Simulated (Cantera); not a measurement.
A closed system holds: 1 mol C₂F₆, 1.2 mol HCl, 1.6 mol H₂, at 1798.15 K and 0.100 bar.

Equilibrium computed with Cantera from the NASA thermochemical tables; the gas is ideal and each condensed phase is pure. Candidate condensed phases: C, C₆H₆, C₇H₈, C₈H₁₈; 118 gas species. The feed counts by its element totals alone. Gases not in the tables: C₂F₆ and larger saturated fluorocarbons. Kinetics and transport are ignored.

Base state: HF 0.723, Cl 0.127, CF₄ 0.0805, HCl 0.0496, Cl₂ 0.0164, CF₂ 0.00155, CClF₃ 0.00144, F 0.000398 (mole fractions); condensed: C(graphite).

Question: What changes in the equilibrium state with this change: temperature from 1798.15 K to 2148.15 K?

Answer: 
```
species             before     after
----------------  --------  --------
HF                   0.723     0.714
Cl                   0.127     0.182
CF₄                 0.0805    0.0520
HCl                 0.0496    0.0113
F                 0.000398    0.0113
CF₂                0.00155    0.0251
Cl₂                 0.0164   0.00211
CF                 6.06e-7  0.000103
CCl₂F₂             1.85e-5   1.55e-6
C(graphite), mol      1.52      1.52
```
